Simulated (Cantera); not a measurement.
## Premixed flame

A freely propagating, adiabatic, planar premixed flame of 10.1 % CH4, 22.0 % O2, 67.9 % N2, equivalence ratio 0.92, unburnt at 375 K and 100.0 Torr; mixture-averaged transport, grid criteria slope 0.08 and curve 0.16, no radiation.

Computed with Cantera and GRI-Mech 3.0 (53 species, 325 reactions). Burning velocities carry a grid error of a few per cent, more on coarse grids.

| z (mm) | T (K) | u (m/s) | x CH4 | x O2 | x NO | x CH2O | x C2H | x H |
|---|---|---|---|---|---|---|---|---|
| -5.69 | 375 | 1.07 | 0.101 | 0.220 | <1e-8 | <1e-8 | <1e-8 | <1e-8 |
| -3.79 | 375 | 1.07 | 0.101 | 0.220 | <1e-8 | 9.19e-8 | <1e-8 | <1e-8 |
| -2.85 | 377 | 1.08 | 0.101 | 0.219 | <1e-8 | 1.11e-6 | <1e-8 | 1.31e-8 |
| -1.90 | 407 | 1.17 | 0.0987 | 0.216 | 2.21e-8 | 2.18e-5 | <1e-8 | 6.41e-6 |
| -0.949 | 790 | 2.31 | 0.0757 | 0.188 | 5.80e-7 | 0.000330 | <1e-8 | 0.000661 |
| -0.474 | 1231 | 3.65 | 0.0436 | 0.145 | 1.67e-6 | 0.000946 | <1e-8 | 0.00220 |
| 0 | 1647 | 4.94 | 0.0122 | 0.0930 | 3.80e-6 | 0.000908 | 1.06e-7 | 0.00589 |
| 0.474 | 1825 | 5.49 | 0.00136 | 0.0600 | 6.53e-6 | 0.000214 | 1.10e-7 | 0.0105 |
| 0.949 | 1862 | 5.59 | 8.12e-5 | 0.0469 | 8.38e-6 | 1.60e-5 | <1e-8 | 0.0135 |
| 1.90 | 1887 | 5.64 | 2.29e-7 | 0.0400 | 1.01e-5 | 4.77e-8 | <1e-8 | 0.0155 |
| 3.79 | 1915 | 5.70 | <1e-8 | 0.0373 | 1.22e-5 | <1e-8 | <1e-8 | 0.0156 |
| 7.59 | 1953 | 5.79 | <1e-8 | 0.0358 | 1.64e-5 | <1e-8 | <1e-8 | 0.0139 |
| 15.2 | 2010 | 5.94 | <1e-8 | 0.0342 | 2.54e-5 | <1e-8 | <1e-8 | 0.0111 |
x: mole fraction of selected species; z is measured from the peak of heat release.

```yaml
laminar_burning_velocity: 107 cm/s
thermal_thickness: 1.90 mm
peak x(CH2O): 0.00110
peak x(C2H): 1.72e-7
peak x(H): 0.0158
grid_points: 170
```
